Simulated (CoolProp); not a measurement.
A single-stage vapour-compression cycle with the fluid: evaporating at 199.15 K (dew point), condensing at 229.15 K (bubble point), superheat 8 K, subcooling 0 K, compressor efficiency 0.85, no pressure losses. The same conditions are run with several fluids, on thermodynamics alone (safety and materials aside).

The numbers come from the reference Helmholtz-energy equation of state of each fluid (propane: Lemmon 2009; ethane: Bücker 2006; hydrogen sulfide: Lemmon 2006; R13: Platzer 1990; C3F8 (R218): Lemmon 2006; R22: Kamei 1995) in CoolProp. The equations of Platzer and Polt are older, rougher fits.

| fluid | cooling COP | pressure ratio | discharge temperature (K) | refrigerating effect (kJ/kg) | volumetric capacity (kJ/m³) |
|---|---|---|---|---|---|
| propane | 5.01 | 4.86 | 265.7 | 402 | 199 |
| ethane | 4.81 | 3.26 | 267.6 | 403 | 1550 |
| hydrogen sulfide | 4.75 | 4.53 | 316.8 | 510 | 489 |
| R13 | 4.82 | 3.53 | 258.2 | 122 | 1150 |
| C3F8 (R218) | 4.89 | 5.62 | 238.3 | 94.8 | 134 |
| R22 | 4.90 | 5.53 | 286.8 | 226 | 180 |
